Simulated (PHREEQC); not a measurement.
1.4 g of hydrous ferric oxide (600 m²/g; 0.2 weak and 0.005 strong sites per Fe, Dzombak-Morel constants, diffuse double layer) in 1 kg of water with 0.3 mol/kgw of an inert sodium salt and 0.053 mmol/kgw H3BO3, at 25 °C; the pH is set by adding NaOH or the inert anion's acid. O2 is buffered at 0.21 atm. The system is closed to CO2. Nothing may precipitate in this run.

All values are PHREEQC results (ion-association model, wateq4f.dat), not measurements.

| pH | B sorbed (%) | surface charge σ (C/m²) | surface potential ψ (mV) |
|---|---|---|---|
| 4 | 0.1 | 0.349 | 123 |
| 4.38 | 0.2 | 0.328 | 120 |
| 4.75 | 0.3 | 0.296 | 115 |
| 5.12 | 0.4 | 0.255 | 107 |
| 5.5 | 0.6 | 0.211 | 98 |
| 5.88 | 0.7 | 0.167 | 86 |
| 6.25 | 0.9 | 0.129 | 74 |
| 6.62 | 0.9 | 0.095 | 61 |
| 7 | 1.0 | 0.066 | 46 |
| 7.38 | 1.0 | 0.041 | 31 |
| 7.75 | 1.0 | 0.020 | 15 |
| 8.12 | 1.0 | -0.001 | 0 |
| 8.5 | 0.8 | -0.021 | -17 |
| 8.88 | 0.6 | -0.044 | -33 |
| 9.25 | 0.4 | -0.068 | -48 |
| 9.62 | 0.2 | -0.097 | -62 |
| 10 | 0.1 | -0.132 | -75 |
